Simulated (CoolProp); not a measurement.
Computed with CoolProp (reference Helmholtz-energy equation of state, Lemmon 2006). It is a short technical equation, of lower accuracy than the large ones.

Question: Give the vapour pressure (bar), liquid density (kg/m³), vapour density (kg/m³), enthalpy of vaporisation (kJ/kg) of saturated acetone at 1.55, 37.35 °C.

Answer: 
```json
[
 {"T (°C)": "1.55", "p (bar)": "0.101", "liquid density (kg/m³)": "810", "vapour density (kg/m³)": "0.260", "enthalpy of vaporisation (kJ/kg)": "557"},
 {"T (°C)": "37.35", "p (bar)": "0.511", "liquid density (kg/m³)": "771", "vapour density (kg/m³)": "1.19", "enthalpy of vaporisation (kJ/kg)": "522"}
]
```
